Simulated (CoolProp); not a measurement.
Model: reference Helmholtz-energy equation of state, Wagner 2002, in CoolProp.

### Question
Give the vapour pressure (MPa), enthalpy of vaporisation (kJ/kg), liquid cp (kJ/(kg K)), vapour Z of saturated water at 266.05 °C.

### Answer
```json
[
 {"T (°C)": "266.05", "p (MPa)": "5.17", "enthalpy of vaporisation (kJ/kg)": "1630", "liquid cp (kJ/(kg K))": "5.07", "vapour Z": "0.791"}
]
```
